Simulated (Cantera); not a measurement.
Cantera with NASA thermochemical tables; ideal gases at 1 bar, condensed phases pure. Values are per mole of reaction as written; species without (g) are pure solids or liquids, kept so even where they would boil at 1 bar.

CS₂(g) + 2 Ca = C + 2 CaS

| T (K) | ΔH° (kJ) | ΔS° (J/K) | ΔG° (kJ) | log10 K | condensed phases |
|---|---|---|---|---|---|
| 300 | -1063.4 | -204.1 | -1002.1 | 174.49 | Ca(s), C(graphite), CaS(s) |
| 1448 | -1078.8 | -215.3 | -767.0 | 27.67 | Ca(l), C(graphite), CaS(s) |
| 1498 | ___ | ___ | ___ | ___ | Ca(l), C(graphite), CaS(s) |
| 1548 | -1078.9 | -215.4 | -745.4 | 25.15 | Ca(l), C(graphite), CaS(s) |
| 1598 | ___ | ___ | ___ | ___ | Ca(l), C(graphite), CaS(s) |
| 1648 | -1079.0 | -215.5 | -723.9 | 22.94 | Ca(l), C(graphite), CaS(s) |
| 1698 | -1079.0 | -215.5 | -713.1 | 21.94 | Ca(l), C(graphite), CaS(s) |

Problem. Complete the blanks.

Solution. 
- 1498, ΔH° (kJ): -1078.9
- 1498, ΔS° (J/K): -215.4
- 1498, ΔG° (kJ): -756.2
- 1498, log10 K: 26.37
- 1598, ΔH° (kJ): -1079.0
- 1598, ΔS° (J/K): -215.5
- 1598, ΔG° (kJ): -734.7
- 1598, log10 K: 24.01
